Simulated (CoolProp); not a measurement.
Saturation properties of R1234ze(Z).

Computed with CoolProp (reference Helmholtz-energy equation of state, Akasaka 2019).

| T (°C) | p (bar) | enthalpy of vaporisation (kJ/kg) | surface tension (mN/m) |
|---|---|---|---|
| 31.25 | 2.192 | 202.3 | 12.0 |
| 34.25 | 2.417 | 200.4 | 11.6 |
| 37.25 | 2.660 | 198.4 | 11.3 |
| 40.15 | 2.912 | 196.5 | 10.9 |
| 43.15 | 3.192 | 194.4 | 10.6 |
| 46.15 | 3.493 | 192.4 | 10.2 |
| 49.15 | 3.814 | 190.2 | 9.85 |
| 52.15 | 4.158 | 188.0 | 9.49 |
| 55.05 | 4.512 | 185.9 | 9.15 |
| 58.05 | 4.902 | 183.6 | 8.80 |
| 61.05 | 5.318 | 181.3 | 8.45 |
| 64.05 | 5.759 | 178.9 | 8.10 |
| 67.05 | 6.228 | 176.4 | 7.76 |
| 69.95 | 6.708 | 174.0 | 7.43 |
| 72.95 | 7.234 | 171.4 | 7.09 |

It boils at 9.7 °C under 1 atm.

Surface tension comes from a separate correlation (Kondou 2015).
